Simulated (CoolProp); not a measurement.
Vapour-liquid equilibrium of dimethyl ether (1) + R236FA (2) at 0.506 MPa; x and y are mole fractions of (1).

Model: multi-fluid Helmholtz-energy mixture model, Wu 2011 and Pan 2012; pair parameters Bell 2016, in CoolProp.

### Question
Give the bubble temperature and the first vapour's composition at x = 0.275, 0.5, 0.725. Is there an azeotrope?

### Answer
x = 0.275: 316.0 K, y = 0.334; x = 0.5: 311.0 K, y = 0.637; x = 0.725: 302.9 K, y = 0.872. No azeotrope shows between x = 0.05 and 0.95.

Pair parameters are fitted to limited data, so mixtures are less certain than the pure fluids.
